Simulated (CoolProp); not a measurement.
Carbon monoxide along the isotherm 74.7 K: fugacity coefficient from the reference equation and from simpler models built on Tc = 132.9 K, pc = 34.98 bar, ω = 0.050; each cubic takes its own stable root.

Values from CoolProp's reference Helmholtz-energy equation of state, Lemmon 2006. It is a short technical equation, of lower accuracy than the large ones.

| p (bar) | phase | reference |
|---|---|---|
| 31.8 | liquid | 0.01549 |
| 63.6 | liquid | 0.009200 |
| 95.4 | liquid | 0.007279 |
| 127 | liquid | 0.006475 |
| 159 | liquid | 0.006131 |
| 191 | liquid | 0.006044 |
| 223 | liquid | 0.006125 |
| 254 | liquid | 0.006324 |

Question: How far does each simpler model (van der Waals, Redlich-Kwong, Soave-Redlich-Kwong, Peng-Robinson) lie from the reference over these 8 states: mean and median of the absolute difference, and the worst?

Answer: 
- van der Waals: mean 553.8 %, median 546.9 %, worst +728.4 % at 74.7 K and 254 bar
- Redlich-Kwong: mean 17.6 %, median 17.6 %, worst -17.9 % at 74.7 K and 254 bar
- Soave-Redlich-Kwong: mean 0.7 %, median 0.6 %, worst -0.9 % at 74.7 K and 254 bar
- Peng-Robinson: mean 5.3 %, median 5.0 %, worst -11.0 % at 74.7 K and 254 bar
